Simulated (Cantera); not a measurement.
Input: 1 mol BN, 1.1 mol Cl₂, 35 mol H₂, 35 mol HF, held at 1548.15 K and 13.3 mbar.

These are equilibrium values from Cantera (NASA tables, ideal gas, pure condensed phases), not measurements of a reactor. Candidate condensed phases: B, BN, NH₄Cl; 40 gas species. The tables' values for BF₂ are old estimates; treat these amounts as uncertain. The numbers say what is thermodynamically allowed, not how fast it happens.

Base state: H₂ 0.498, HF 0.450, HCl 0.0309, BF₃ 0.0140, N₂ 0.00703, H 0.000188, BF₂ 1.96e-5, BHF₂ 1.61e-5 (mole fractions); condensed: gas only.

What changes in the equilibrium state with this change: Cl₂ from 1.1 to 5.4 mol?


```json
[
 {"species": "HF", "before": "0.450", "after": "0.424"},
 {"species": "H₂", "before": "0.498", "after": "0.412"},
 {"species": "HCl", "before": "0.0309", "after": "0.143"},
 {"species": "BF₃", "before": "0.0140", "after": "0.0132"},
 {"species": "Cl", "before": "9.35e-6", "after": "4.76e-5"},
 {"species": "BHF₂", "before": "1.61e-5", "after": "1.33e-5"}
]
```
